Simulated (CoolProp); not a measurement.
A simple Rankine cycle with cyclopentane: condensing at 302.15 K, boiler at 0.545 MPa, turbine inlet 424.9 K, turbine efficiency 0.85, pump efficiency 0.8, no recuperator. Each further row changes one setting.

The numbers come from the reference Helmholtz-energy equation of state, Gedanitz 2015 in CoolProp.

| case | thermal efficiency (%) | net work (kJ/kg) | heat in (kJ/kg) | turbine exit temperature (K) | volume ratio over the turbine |
|---|---|---|---|---|---|
| as stated | 15.5 | 89.6 | 578 | 363.6 | 10.2 |
| turbine inlet 444.9 K | 15.4 | (withheld) | 616 | 384.7 | (withheld) |
| condensing temperature 294.15 K | 17.0 | (withheld) | 592 | 356.0 | 13.7 |
| boiler pressure 0.382 MPa | 13.5 | 78.4 | 582 | 373.7 | 7.12 |
| turbine efficiency 0.75 | 13.7 | (withheld) | 578 | 370.5 | (withheld) |

**Question.** Fill in the missing entries.

**Answer.** 
- turbine inlet 444.9 K, net work (kJ/kg): 94.9
- turbine inlet 444.9 K, volume ratio over the turbine: 10.1
- condensing temperature 294.15 K, net work (kJ/kg): 100
- turbine efficiency 0.75, net work (kJ/kg): 78.9
- turbine efficiency 0.75, volume ratio over the turbine: 10.4
